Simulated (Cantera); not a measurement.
An isothermal, constant-pressure homogeneous reactor starts with H₂ : O₂ : N₂ = 0.45 : 1 : 2 (molar parts), equivalence ratio 0.23, at 1125 K and 195 Torr.

Computed with Cantera and GRI-Mech 3.0 (53 species, 325 reactions). The temperature is held fixed by assumption; the heat of reaction is taken as removed at once.

x: mole fraction; the columns are a selection and need not sum to one.

| t (s) | x H₂ | x O₂ | x H | x NO | x NO₂ | x H₂O | x H₂O₂ |
|---|---|---|---|---|---|---|---|
| 0.000200 | 0.0762 | 0.264 | 0.0230 | 8.97e-8 | 9.41e-12 | 0.0413 | 2.92e-6 |
| 0.000632 | 0.00118 | 0.240 | 0.000304 | 1.76e-6 | (withheld) | 0.138 | 3.57e-6 |
| 0.00200 | 0.000127 | 0.240 | 5.74e-6 | 1.74e-6 | (withheld) | 0.139 | 1.15e-6 |
| 0.00632 | 1.35e-5 | 0.240 | 2.65e-7 | 1.72e-6 | (withheld) | 0.139 | 3.25e-7 |
| 0.0200 | 1.10e-6 | 0.240 | 1.74e-8 | 1.73e-6 | (withheld) | 0.140 | 8.76e-8 |
| 0.0632 | 1.21e-7 | 0.240 | 1.79e-9 | 1.74e-6 | (withheld) | 0.140 | 2.46e-8 |
| 0.200 | 2.65e-8 | 0.240 | 2.50e-10 | 1.76e-6 | (withheld) | 0.140 | 7.46e-9 |
| 0.632 | 7.41e-9 | 0.240 | 4.11e-11 | 1.76e-6 | (withheld) | 0.140 | 2.37e-9 |
| 2.00 | 2.51e-9 | 0.240 | 8.44e-12 | 1.76e-6 | (withheld) | 0.140 | 8.33e-10 |

Question: Some entries are withheld; supply them.

Answer: 
- 0.000632, x NO₂: 5.04e-9
- 0.00200, x NO₂: 3.10e-8
- 0.00632, x NO₂: 5.09e-8
- 0.0200, x NO₂: 4.59e-8
- 0.0632, x NO₂: 2.98e-8
- 0.200, x NO₂: 1.66e-8
- 0.632, x NO₂: 1.10e-8
- 2.00, x NO₂: 1.36e-8
